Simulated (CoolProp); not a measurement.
A Linde-Hampson liquefier for dry air: isothermal reversible compression at 300 K from 1 atm to 10 MPa, throttling to 1 atm, return gas leaving the recuperator 2 K below the feed. Each further row changes one setting.

Model: reference Helmholtz-energy equation of state, Lemmon 2000, in CoolProp. It is a pseudo-pure fit of the blend.

```tsv
case	liquid yield per pass	compression work (kJ/kg of gas)
as stated	0.043	394
high pressure 20 MPa	[?]	[?]
warm-end temperature 330 K	0.031	[?]
warm-end gap 7 K	0.031	394
```

What belongs in the gaps?


- high pressure 20 MPa, liquid yield per pass: 0.076
- high pressure 20 MPa, compression work (kJ/kg of gas): 454
- warm-end temperature 330 K, compression work (kJ/kg of gas): 435
